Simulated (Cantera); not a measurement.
A Cantera script and its output.

```python
import numpy as np
import cantera as ct

gas = ct.Solution("gri30.yaml")
gas.TPX = 1198, 71000, {'H2': 1, 'O2': 0.505, 'N2': 1.9, 'CO2': 0.0083}
reactor = ct.IdealGasReactor(gas, energy="on", clone=False)
net = ct.ReactorNet([reactor])
net.rtol, net.atol = 1e-08, 1e-16
show = ['H2', 'O2', 'NO', 'H', 'NO2', 'H2O']
times = np.geomspace(1e-06, 1, 11)

steps = ct.SolutionArray(gas, extra=["t"])
rows = []
print(f"{'t/s':>10s}{'T/K':>9s}{'P/Pa':>11s}" + "".join(f"{s:>11s}" for s in show))
for t in times:
    while net.time < t:
        t_next = net.step()
        steps.append(gas.state, t=t_next)
    rows.append([np.interp(t, steps.t, y) for y in (steps.T, steps.P, *steps(*show).X.T)])
    print(f"{t:10.3e}{rows[-1][0]:9.1f}{rows[-1][1]:11.4g}" + "".join(f"{x:11.3e}" for x in rows[-1][2:]))
rate = np.gradient(steps.T, steps.t)
print("integrator steps:", len(steps.t))
if steps.T.max() > steps.T[0] + 200:
    print(f"time of steepest temperature rise: {steps.t[rate.argmax()]:.4e} s")
gas.TPX = 1198, 71000, {'H2': 1, 'O2': 0.505, 'N2': 1.9, 'CO2': 0.0083}
gas.equilibrate("UV")
print(f"equilibrium (UV): T = {gas.T:.1f} K  " + "  ".join(f"{s} {gas[s].X[0]:.3e}" for s in show))
```

Output:

```
       t/s      T/K       P/Pa         H2         O2         NO          H        NO2        H2O
 1.000e-06   1198.0    7.1e+04  2.930e-01  1.480e-01  4.119e-22  2.036e-09  3.645e-30  1.599e-10
 3.981e-06   1198.0    7.1e+04  2.930e-01  1.480e-01  2.318e-20  1.141e-08  3.061e-27  5.230e-09
 1.585e-05   1198.0    7.1e+04  2.930e-01  1.480e-01  8.390e-18  3.626e-07  1.871e-23  4.214e-07
 6.310e-05   1569.2  9.154e+04  9.359e-02  5.998e-02  1.909e-06  9.772e-02  1.469e-10  1.487e-01
 2.512e-04   2899.4  1.548e+05  4.806e-02  1.786e-02  2.489e-03  2.044e-02  5.599e-07  2.506e-01
 1.000e-03   2890.6  1.543e+05  4.922e-02  1.593e-02  8.861e-03  2.006e-02  1.896e-06  2.506e-01
 3.981e-03   2888.9  1.542e+05  4.944e-02  1.559e-02  1.001e-02  1.999e-02  2.121e-06  2.506e-01
 1.585e-02   2888.9  1.542e+05  4.944e-02  1.559e-02  1.001e-02  1.999e-02  2.121e-06  2.506e-01
 6.310e-02   2888.9  1.542e+05  4.944e-02  1.559e-02  1.001e-02  1.999e-02  2.121e-06  2.506e-01
 2.512e-01   2888.9  1.542e+05  4.944e-02  1.559e-02  1.001e-02  1.999e-02  2.121e-06  2.506e-01
 1.000e+00   2888.9  1.542e+05  4.944e-02  1.559e-02  1.001e-02  1.999e-02  2.121e-06  2.506e-01
integrator steps: 1297
time of steepest temperature rise: 6.2698e-05 s
equilibrium (UV): T = 2888.9 K  H2 4.944e-02  O2 1.559e-02  NO 1.001e-02  H 1.999e-02  NO2 2.121e-06  H2O 2.506e-01
```

Computed with Cantera and GRI-Mech 3.0 (53 species, 325 reactions).
